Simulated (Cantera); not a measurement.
## Thermodynamics of silicon oxide and oxynitride deposition, feed SiH4 + O2 + N2

A closed system holds: 1 mol SiH4, 0.22 mol O2, 140 mol N2, at 1527 °C.

Cantera equilibrium calculation (NASA polynomials, part measured and part estimated; ideal gas, pure solids and liquids). Candidate condensed phases: H2O, Si, SiO2, Si2N2O, Si3N4; 35 gas species. Mutual solubility and eutectic melting of coexisting phases are not modelled. The tables' values for SiN are old estimates; treat these amounts as uncertain. Equilibrium is a limit: real reactors are often held back by kinetics, nucleation or transport.

From 5.00 Pa to 85.0 Pa nothing is condensed. At 3.50 mbar the condensed part is Si(l). At 14.0 mbar the condensed part is Si3N4(s). From 59.0 mbar to 1.00 bar the condensed part is Si2N2O(s) + Si3N4(s). The main Si-bearing gas is Si at 5.00 Pa and SiO at 1.00 bar.

| P (Pa) | log p N2 | log p H2 | log p H | log p Si | log p SiO | n Si(l) | n Si3N4(s) | n Si2N2O(s) |
|---|---|---|---|---|---|---|---|---|
| 5 | -4.31 | -6.25 | -6.57 | -6.71 | -6.81 | 0 | 0 | 0 |
| 21 | -3.69 | -5.58 | -6.24 | -6.09 | -6.19 | 0 | 0 | 0 |
| 85 | -3.08 | -4.95 | -5.92 | -5.51 | -5.58 | 0 | 0 | 0 |
| 350 | -2.46 | -4.32 | -5.61 | -5.50 | -4.97 | 0.413 | 0 | 0 |
| 1400 | -1.86 | -3.71 | -5.30 | -5.63 | -4.36 | 0 | 0.177 | 0 |
| 5900 | -1.24 | -3.08 | -4.99 | -6.04 | -3.76 | 0 | 0.180 | 0.0187 |
| 24000 | -0.63 | -2.47 | -4.68 | -6.45 | -3.96 | 0 | 0.0614 | 0.375 |
| 100000 | -0.01 | -1.85 | -4.37 | -6.86 | -4.17 | 0 | 0.0432 | 0.430 |
log p: log10 of the partial pressure in bar; n: condensed amount in mol.
